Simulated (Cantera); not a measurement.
What does this Cantera script print?

```python
import numpy as np
import cantera as ct

gas_names = [...]  # 115 gases of nasa_gas.yaml made of C, Ca, H, O
cond_names = """
    C(gr) C6H6(L) C7H8(L) C8H18(L),n-octa Ca(a) Ca(b) Ca(L) CaCO3(caL) CaO(s) CaO(L) CaO2H2(s) H2O(s)
    H2O(L)
""".split()


# ... load() reads the species with a 1 bar reference pressure and builds the phases ...
atoms = {
    'CaCO3': {'Ca': 1, 'C': 1, 'O': 3},
    'H2': {'H': 2},
    'CO2': {'C': 1, 'O': 2},
    'C': {'C': 1},
}
top_T = {'C(gr)': 4500}  # K; cautious upper limits of use, not melting points


# ... equilibrate(T, P, feed) seeds the gas with the atoms and calls Mixture.equilibrate('TP', solver="vcs", rtol=1e-11, max_steps=5000) ...
results = []
T = 1723  # K
P = 420  # Pa
for m in [0.011, 0.032, 0.093, 0.27, 0.81, 2.4, 7]:
    feed = {'CaCO3': 1, 'H2': 0.046, 'CO2': m, 'C': 0.61}  # mol
    mix = equilibrate(T, P, feed)
    results.append((T, P, feed, dict(zip(mix.species_names, mix.species_moles))))

top = {s: max(r[3][s] / sum(r[3][g] for g in gas_names) for r in results) for s in gas_names}
cols = sorted((s for s in top if top[s] > 0.0001), key=lambda s: -top[s])[:8]
seen = [c for c in cond_names if any(r[3].get(c, 0) > 1e-12 for r in results)]
print("log10 of partial pressures in bar; condensed amounts in mol")
print(f"{'n(CO2)':>10s}" + "".join(f"{s[:9]:>10s}" for s in cols + seen))
for T, P, feed, n in results:
    ng = sum(n[g] for g in gas_names)
    print(f"{feed['CO2']:10.4g}" + "".join(f"{np.log10(max(n[s] / ng * P / 1e5, 1e-99)):10.3f}" for s in cols)
          + "".join(f"{n.get(c, 0):10.4g}" for c in seen))
```

Result:

```
log10 of partial pressures in bar; condensed amounts in mol
    n(CO2)       CO2        CO       H2O        H2         H    CaO(s)
     0.011    -3.022    -2.504    -4.226    -4.254    -5.866         1
     0.032    -3.005    -2.509    -4.221    -4.271    -5.875         1
     0.093    -2.959    -2.524    -4.209    -4.319    -5.899         1
      0.27    -2.862    -2.565    -4.196    -4.444    -5.961         1
      0.81    -2.702    -2.670    -4.225    -4.738    -6.108         1
       2.4    -2.546    -2.884    -4.378    -5.262    -6.370         1
         7    -2.448    -3.212    -4.676    -5.985    -6.732         1
```

Method: chemical equilibrium by Gibbs-energy minimisation in Cantera with the NASA 1993 tables (ideal gas, pure condensed phases).
